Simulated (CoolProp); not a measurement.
Saturation properties of propylene (Tc = 364.2 K, pc = 4555 kPa, ω = 0.146).

The numbers come from the reference Helmholtz-energy equation of state, Lemmon 2013 in CoolProp.

| T (K) | p (kPa) | enthalpy of vaporisation (kJ/kg) | liquid cp (kJ/(kg K)) | vapour viscosity (µPa s) |
|---|---|---|---|---|
| 191 | 15.17 | 474.8 | 2.095 | 5.40 |
| 196.6 | 21.74 | 469.2 | 2.106 | 5.56 |
| 202.2 | 30.47 | 463.6 | 2.119 | 5.71 |
| 207.9 | 42.04 | 457.7 | 2.133 | 5.87 |
| 213.5 | 56.60 | 451.9 | 2.149 | 6.02 |
| 219.1 | 74.90 | 445.9 | 2.167 | 6.18 |
| 224.7 | 97.55 | 439.8 | 2.186 | 6.33 |
| 230.4 | 125.8 | 433.4 | 2.208 | 6.49 |

It boils at 225.5 K under 1 atm.

Viscosity comes from a separate model (Huber 2003), an estimate that may be off by 10 % or more.
